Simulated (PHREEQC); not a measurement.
Consider water at 25 °C with 0.0019 mol HF, 0.00062 mol H2SiF6, 0.1 mol H3PO4 and 0.0057 mol HNO3 per kg of water. Closed to the air; pH follows from the charge balance.

Computed with PHREEQC (ion-association model, phreeqc.dat).

Each row changes one thing in this solution. Precipitation was switched off in this run.

```csv
case,pH,ionic strength (mol/kgw),H3PO4 (mol/kgw),H2PO4- (mol/kgw),HF (mol/kgw),H4SiO4 (mol/kgw),SI of Chalcedony (SiO2)
as made,1.58,0.0302,0.0766,0.0234,0.00368,0.000315,+0.06
temperature from 25 to 40 °C,1.61,0.0279,0.0783,0.0217,0.00474,0.000493,+0.08
H3PO4 from 0.1 to 0.5 mol/kgw,1.23,0.0700,0.436,0.0635,0.00419,0.000392,+0.16
diluted 2-fold with water,1.77,0.0189,0.0342,0.0158,0.00243,0.000265,-0.02
0.09 mol/kgw NaCl added,1.58,0.122,0.0744,0.0256,0.00347,0.000283,+0.02
```

Some of these states are supersaturated (in Quartz (slow to form), Chalcedony (slow to form), for instance). Away from 25 °C the constants follow the database's enthalpies or fits; those with neither stay at their 25 °C values. SiF6-2 is the database's only silicon fluoride.
